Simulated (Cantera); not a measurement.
Equilibrium for hydrogen reduction and annealing atmospheres: Fe₂O₃ + H₂ + H₂O

Feed: 1 mol Fe₂O₃, 0.83 mol H₂, 8.9 mol H₂O, at 1000 Pa.

These are equilibrium values from Cantera (NASA tables, ideal gas, pure condensed phases), not measurements of a reactor. Candidate condensed phases: Fe, FeO, Fe(OH)₂, Fe(OH)₃, Fe₂O₃, Fe₃O₄, H₂O; 12 gas species. Mutual solubility and eutectic melting of coexisting phases are not modelled. The tables' stoichiometric FeO is somewhat more stable than real wüstite, so its field is too wide. FeO: taken at fixed stoichiometry. Rates play no part.

From 748 K to 1048 K the condensed part is Fe₃O₄(s). From 1198 K to 1648 K the condensed part is FeO(s) + Fe₃O₄(s). At 1798 K the condensed part is FeO(l) + Fe₃O₄(s). From 1948 K to 2098 K the condensed part is FeO(l).

```json
[
 {"T (K)": "748", "x H₂O": "0.949", "x H₂": "0.0510", "x O₂": "<1e-12", "x OH": "<1e-12", "n Fe₃O₄(s)": "0.667", "n FeO(s)": "0", "n FeO(l)": "0"},
 {"T (K)": "898", "x H₂O": "0.949", "x H₂": "0.0510", "x O₂": "<1e-12", "x OH": "4.23e-12", "n Fe₃O₄(s)": "0.667", "n FeO(s)": "0", "n FeO(l)": "0"},
 {"T (K)": "1048", "x H₂O": "0.949", "x H₂": "0.0510", "x O₂": "<1e-12", "x OH": "1.02e-9", "n Fe₃O₄(s)": "0.667", "n FeO(s)": "0", "n FeO(l)": "0"},
 {"T (K)": "1198", "x H₂O": "0.962", "x H₂": "0.0382", "x O₂": "9.42e-12", "x OH": "7.39e-8", "n Fe₃O₄(s)": "0.542", "n FeO(s)": "0.375", "n FeO(l)": "0"},
 {"T (K)": "1348", "x H₂O": "0.974", "x H₂": "0.0261", "x O₂": "5.42e-9", "x OH": "2.24e-6", "n Fe₃O₄(s)": "0.424", "n FeO(s)": "0.727", "n FeO(l)": "0"},
 {"T (K)": "1498", "x H₂O": "0.981", "x H₂": "0.0192", "x O₂": "8.82e-7", "x OH": "3.45e-5", "n Fe₃O₄(s)": "0.357", "n FeO(s)": "0.929", "n FeO(l)": "0"},
 {"T (K)": "1648", "x H₂O": "0.985", "x H₂": "0.0149", "x O₂": "5.78e-5", "x OH": "0.000323", "n Fe₃O₄(s)": "0.313", "n FeO(s)": "1.06", "n FeO(l)": "0"},
 {"T (K)": "1798", "x H₂O": "0.985", "x H₂": "0.00767", "x O₂": "0.00461", "x OH": "0.00260", "n Fe₃O₄(s)": "0.143", "n FeO(s)": "0", "n FeO(l)": "1.57"},
 {"T (K)": "1948", "x H₂O": "0.960", "x H₂": "0.0154", "x O₂": "0.0144", "x OH": "0.00791", "n Fe₃O₄(s)": "0", "n FeO(s)": "0", "n FeO(l)": "1.99"},
 {"T (K)": "2098", "x H₂O": "0.913", "x H₂": "0.0352", "x O₂": "0.0229", "x OH": "0.0178", "n Fe₃O₄(s)": "0", "n FeO(s)": "0", "n FeO(l)": "1.96"}
]
```
x: gas mole fraction; n: condensed amount in mol.
